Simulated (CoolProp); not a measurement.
C2F6 (R116) at 293.15 K and 0.88 MPa flows at 2.1 m/s in a round tube of 4.6 mm bore and 1.5 µm roughness, fully developed (64/Re and Nu = 3.66 if laminar; Colebrook and Gnielinski if turbulent). Each further row changes one setting.

Model: reference Helmholtz-energy equation of state, Lemmon 2006, in CoolProp. It is a short technical equation, of lower accuracy than the large ones.

```
case              Reynolds number  Darcy friction factor  pressure drop (Pa/m)  heat-transfer coefficient (W/(m² K))  mass flow (kg/h)
----------------  ---------------  ---------------------  --------------------  ------------------------------------  ----------------
as stated                   38500                      ?                   617                                   302                 ?
velocity 4.2 m/s            77100                 0.0204                  2180                                   536              14.0
diameter 9.2 mm             77100                 0.0197                   263                                   259                 ?
```

### Question
What belongs in the gaps?

### Answer

- as stated, Darcy friction factor: 0.0231
- as stated, mass flow (kg/h): 6.99
- diameter 9.2 mm, mass flow (kg/h): 27.9

Viscosity comes from a separate model (Huber 2003), an estimate that may be off by 10 % or more. Thermal conductivity comes from a separate model (Huber 2003), an estimate that may be off by 10 % or more.
